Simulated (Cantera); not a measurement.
An isothermal, constant-pressure homogeneous reactor starts with NO : N2 = 1 : 0.33 (molar parts), at 1900 K and 100.0 Torr. Integrator tolerance rtol = 1e-08.

Cantera simulation using GRI-Mech 3.0 (53 species, 325 reactions); the numbers are that mechanism's predictions, not measurements.

What does this change do: pressure from 100.0 Torr to 0.560 bar?


| quantity | before | after |
|---|---|---|
| x(NO) at 100 s | 0.00812 (gas-phase equilibrium 0.00680) | 0.00682 (gas-phase equilibrium 0.00680) |
| x(N2O) at 100 s | 1.31e-7 (gas-phase equilibrium 1.25e-7) | 2.57e-7 (gas-phase equilibrium 2.56e-7) |
| x(NO2) at 100 s | 8.10e-6 (gas-phase equilibrium 6.79e-6) | 1.40e-5 (gas-phase equilibrium 1.39e-5) |
| x(O2) at 100 s | 0.372 (gas-phase equilibrium 0.372) | 0.372 (gas-phase equilibrium 0.372) |
| x(N2) at 100 s | 0.620 (gas-phase equilibrium 0.621) | 0.621 (gas-phase equilibrium 0.621) |
| x(O) at 100 s | 0.000501 (gas-phase equilibrium 0.000501) | 0.000245 (gas-phase equilibrium 0.000245) |

What does this change do: NO 1 to 0.25 parts?


```tsv
quantity	before	after
x(NO) at 100 s	0.00812 (gas-phase equilibrium 0.00680)	0.00704 (gas-phase equilibrium 0.00577)
x(N2O) at 100 s	1.31e-7 (gas-phase equilibrium 1.25e-7)	1.24e-7 (gas-phase equilibrium 1.19e-7)
x(NO2) at 100 s	8.10e-6 (gas-phase equilibrium 6.79e-6)	5.31e-6 (gas-phase equilibrium 4.35e-6)
x(O2) at 100 s	0.372 (gas-phase equilibrium 0.372)	0.212 (gas-phase equilibrium 0.212)
x(N2) at 100 s	0.620 (gas-phase equilibrium 0.621)	0.781 (gas-phase equilibrium 0.781)
x(O) at 100 s	0.000501 (gas-phase equilibrium 0.000501)	0.000378 (gas-phase equilibrium 0.000379)
```

What does this change do: temperature 1900 to 1723 K?


```csv
quantity,before,after
x(NO) at 100 s,0.00812 (gas-phase equilibrium 0.00680),0.160 (gas-phase equilibrium 0.00377)
x(N2O) at 100 s,1.31e-7 (gas-phase equilibrium 1.25e-7),8.46e-6 (gas-phase equilibrium 7.11e-8)
x(NO2) at 100 s,8.10e-6 (gas-phase equilibrium 6.79e-6),0.000205 (gas-phase equilibrium 5.44e-6)
x(O2) at 100 s,0.372 (gas-phase equilibrium 0.372),0.295 (gas-phase equilibrium 0.374)
x(N2) at 100 s,0.620 (gas-phase equilibrium 0.621),0.544 (gas-phase equilibrium 0.622)
x(O) at 100 s,0.000501 (gas-phase equilibrium 0.000501),8.58e-5 (gas-phase equilibrium 9.58e-5)
```
